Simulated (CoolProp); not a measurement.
Properties of fluorine along the isobar 101 kPa.

Computed with CoolProp (reference Helmholtz-energy equation of state, de Reuck 1990).

```json
[
 {"T (°C)": "-139.15", "phase": "gas", "speed of sound (m/s)": "201.7", "Joule-Thomson coefficient (K/MPa)": "[?]", "expansivity (1/kK)": "7.654"},
 {"T (°C)": "-128.15", "phase": "gas", "speed of sound (m/s)": "209.9", "Joule-Thomson coefficient (K/MPa)": "7.994", "expansivity (1/kK)": "7.034"},
 {"T (°C)": "-117.25", "phase": "gas", "speed of sound (m/s)": "217.7", "Joule-Thomson coefficient (K/MPa)": "6.864", "expansivity (1/kK)": "6.516"},
 {"T (°C)": "-106.25", "phase": "gas", "speed of sound (m/s)": "[?]", "Joule-Thomson coefficient (K/MPa)": "[?]", "expansivity (1/kK)": "6.069"},
 {"T (°C)": "-95.25", "phase": "gas", "speed of sound (m/s)": "232.6", "Joule-Thomson coefficient (K/MPa)": "5.224", "expansivity (1/kK)": "5.681"},
 {"T (°C)": "-84.25", "phase": "gas", "speed of sound (m/s)": "239.5", "Joule-Thomson coefficient (K/MPa)": "4.624", "expansivity (1/kK)": "5.341"},
 {"T (°C)": "-73.25", "phase": "gas", "speed of sound (m/s)": "[?]", "Joule-Thomson coefficient (K/MPa)": "4.126", "expansivity (1/kK)": "5.040"},
 {"T (°C)": "-62.25", "phase": "gas", "speed of sound (m/s)": "[?]", "Joule-Thomson coefficient (K/MPa)": "3.708", "expansivity (1/kK)": "4.772"},
 {"T (°C)": "-51.35", "phase": "gas", "speed of sound (m/s)": "259.0", "Joule-Thomson coefficient (K/MPa)": "3.357", "expansivity (1/kK)": "4.534"},
 {"T (°C)": "-40.35", "phase": "gas", "speed of sound (m/s)": "[?]", "Joule-Thomson coefficient (K/MPa)": "[?]", "expansivity (1/kK)": "4.316"},
 {"T (°C)": "-29.35", "phase": "gas", "speed of sound (m/s)": "271.0", "Joule-Thomson coefficient (K/MPa)": "2.792", "expansivity (1/kK)": "4.119"},
 {"T (°C)": "-18.35", "phase": "gas", "speed of sound (m/s)": "276.8", "Joule-Thomson coefficient (K/MPa)": "[?]", "expansivity (1/kK)": "3.939"},
 {"T (°C)": "-7.35", "phase": "gas", "speed of sound (m/s)": "282.4", "Joule-Thomson coefficient (K/MPa)": "2.365", "expansivity (1/kK)": "3.775"}
]
```

Task: Fill in the missing entries.

Result: 
- -139.15, Joule-Thomson coefficient (K/MPa): 9.453
- -106.25, speed of sound (m/s): 225.3
- -106.25, Joule-Thomson coefficient (K/MPa): 5.957
- -73.25, speed of sound (m/s): 246.3
- -62.25, speed of sound (m/s): 252.8
- -40.35, speed of sound (m/s): 265.1
- -40.35, Joule-Thomson coefficient (K/MPa): 3.054
- -18.35, Joule-Thomson coefficient (K/MPa): 2.564
